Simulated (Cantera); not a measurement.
Cantera run, input and output.

```python
import numpy as np
import cantera as ct

gas = ct.Solution("gri30.yaml")
gas.TPX = 425, 101325, {'C3H8': 1, 'O2': 4.17, 'N2': 15.7}
inlet = ct.Reservoir(gas, clone=True)
gas.equilibrate("HP")  # start burning
reactor = ct.IdealGasConstPressureReactor(gas, energy="on", clone=False)
exhaust = ct.Reservoir(gas, clone=True)
tau = [0.02, 0.011, 0.0064, 0.0036, 0.002, 0.0011, 0.00064, 0.00036, 0.0002, 0.00011, 6.3e-05, 3.5e-05, 2e-05][0]
for a, b in ((inlet, reactor), (reactor, exhaust)):
    ct.MassFlowController(a, b, mdot=lambda t: reactor.mass / tau)
net = ct.ReactorNet([reactor])
show = ['C3H8', 'O2', 'CH4', 'C2H', 'CH2CO', 'OH']

rows = []
print(f"{'tau/s':>10s}{'T/K':>9s}" + "".join(f"{s:>11s}" for s in show))
for tau in [0.02, 0.011, 0.0064, 0.0036, 0.002, 0.0011, 0.00064, 0.00036, 0.0002, 0.00011, 6.3e-05, 3.5e-05, 2e-05]:
    net.initial_time = 0.0
    net.advance(30 * tau)
    before = gas.X
    net.advance(40 * tau)
    drift = np.max(np.abs(gas.X - before) / (gas.X + 1e-9))
    rows.append([gas.T, *gas[show].X, drift])
    print(f"{tau:10.3e}{gas.T:9.1f}" + "".join(f"{x:11.3e}" for x in gas[show].X))
```

Output:

```
     tau/s      T/K       C3H8         O2        CH4        C2H      CH2CO         OH
 2.000e-02   2231.6  6.544e-07  1.389e-03  2.585e-06  5.681e-08  5.025e-07  3.567e-03
 1.100e-02   2214.8  1.064e-06  1.908e-03  3.173e-06  8.032e-08  7.406e-07  4.131e-03
 6.400e-03   2196.5  1.648e-06  2.507e-03  3.916e-06  1.089e-07  1.071e-06  4.670e-03
 3.600e-03   2173.9  2.632e-06  3.282e-03  5.088e-06  1.502e-07  1.624e-06  5.236e-03
 2.000e-03   2148.1  4.285e-06  4.224e-03  6.996e-06  2.098e-07  2.556e-06  5.767e-03
 1.100e-03   2119.6  7.152e-06  5.349e-03  1.029e-05  3.001e-07  4.176e-06  6.210e-03
 6.400e-04   2092.5  1.163e-05  6.563e-03  1.547e-05  4.255e-07  6.707e-06  6.484e-03
 3.600e-04   2062.1  2.012e-05  8.207e-03  2.553e-05  6.379e-07  1.155e-05  6.593e-03
 2.000e-04   2026.5  3.714e-05  1.067e-02  4.648e-05  1.004e-06  2.147e-05  6.426e-03
 1.100e-04   1974.7  7.694e-05  1.518e-02  9.957e-05  1.644e-06  4.600e-05  5.758e-03
 6.300e-05   1854.2  2.276e-04  2.733e-02  3.586e-04  2.470e-06  1.549e-04  3.691e-03
 3.500e-05    425.0  4.792e-02  1.998e-01  8.020e-17  2.888e-44  2.386e-17 -1.110e-26
 2.000e-05    425.0  4.792e-02  1.998e-01  4.769e-21  2.627e-51  1.419e-21 -1.329e-31
```

Computed with Cantera and GRI-Mech 3.0 (53 species, 325 reactions). GRI-Mech 3.0 was tuned for natural gas; its chemistry of propane as a main component is partial and can be far from experiment.
